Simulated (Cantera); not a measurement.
A perfectly stirred reactor is fed with 89.3 % NO, 10.7 % N2, at 13000 Pa; it is held at 1675 K, and followed from long to short residence time.

Computed with Cantera and GRI-Mech 3.0 (53 species, 325 reactions).

x: mole fraction; the columns are a selection and need not sum to one.

```tsv
τ (s)	x NO	x N2	x N2O	x O	x NO2
6.9	0.806	0.150	0.000226	2.26e-5	0.000442
2.2	0.862	0.122	0.000261	1.58e-5	0.000306
0.69	0.883	0.112	0.000266	(withheld)	(withheld)
0.22	0.890	0.109	0.000243	1.03e-5	0.000179
0.068	0.892	0.107	0.000182	8.73e-6	0.000143
0.021	0.893	0.107	(withheld)	(withheld)	(withheld)
0.0067	0.893	0.107	4.14e-5	4.55e-6	4.06e-5
0.0021	0.893	0.107	1.44e-5	3.03e-6	1.22e-5
0.00066	0.893	0.107	4.67e-6	1.96e-6	2.84e-6
```

What belongs in the gaps?


- 0.69, x O: 1.21e-5
- 0.69, x NO2: 0.000222
- 0.021, x N2O: 9.96e-5
- 0.021, x O: 6.71e-6
- 0.021, x NO2: 9.30e-5
